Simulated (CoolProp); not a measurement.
Oxygen along the isobar 5.58 MPa: fugacity coefficient from the reference equation and from simpler models built on Tc = 154.6 K, pc = 5.046 MPa, ω = 0.022; each cubic takes its own stable root.

Computed with CoolProp (reference Helmholtz-energy equation of state, Schmidt 1985).

```
T (K)          phase  reference  van der Waals  Redlich-Kwong  Soave-Redlich-Kwong  Peng-Robinson
-----  -------------  ---------  -------------  -------------  -------------------  -------------
95.8          liquid    0.03648         0.1112        0.03014              0.03609        0.03603
106.3         liquid    0.08191         0.1808        0.07516              0.08214        0.08069
116.8         liquid     0.1547         0.2671         0.1505               0.1565         0.1522
127.3         liquid     0.2564         0.3668         0.2571               0.2605         0.2518
137.8         liquid     0.3839         0.4751         0.3891               0.3899         0.3759
148.4         liquid     0.5303         0.5864         0.5355               0.5352         0.5155
158.9  supercritical     0.6656         0.6853         0.6632               0.6635         0.6392
169.4  supercritical     0.7317         0.7399         0.7279               0.7291         0.7036
179.9  supercritical     0.7788         0.7790         0.7744               0.7767         0.7510
190.4  supercritical     0.8154         0.8102         0.8109               0.8142         0.7887
200.9  supercritical     0.8448         0.8356         0.8402               0.8446         0.8196
211.4  supercritical     0.8689         0.8569         0.8643               0.8697         0.8453
221.9  supercritical     0.8889         0.8748         0.8842               0.8905         0.8668
232.5  supercritical     0.9058         0.8903         0.9011               0.9081         0.8852
243    supercritical     0.9199         0.9034         0.9151               0.9229         0.9008
```
